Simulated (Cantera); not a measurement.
A closed system holds: 1 mol HMDSO, 3.8 mol NO, 0.38 mol H2, at 10.0 mbar.

Equilibrium computed with Cantera from the NASA thermochemical tables; the gas is ideal and each condensed phase is pure. Candidate condensed phases: C, C6H6, C7H8, C8H18, H2O, Si, SiC, SiO2, Si2N2O, Si3N4; 151 gas species. The feed counts by its element totals alone. Mutual solubility and eutectic melting of coexisting phases are not modelled. Gases not in the tables: Si2H6 and higher silanes. Rates play no part.

**Question.** What share of the Si ends up in condensed phases as a function of T (K), at 1500, 1550, 1600, 1650, 1700, 1750, 1800, 1850, 1900, 1950, 2000, 2050?

**Answer.** 
```tsv
T (K)	Si condensed (%)	as
1500	99.6	SiC(s) + Si2N2O(s)
1550	98.4	SiC(s) + Si2N2O(s)
1600	94.2	SiC(s) + Si2N2O(s)
1650	81.7	SiC(s) + Si2N2O(s)
1700	79.9	SiC(s)
1750	79.9	SiC(s)
1800	79.8	SiC(s)
1850	79.7	SiC(s)
1900	79.6	SiC(s)
1950	79.4	SiC(s)
2000	79.1	SiC(s)
2050	78.5	SiC(s)
```
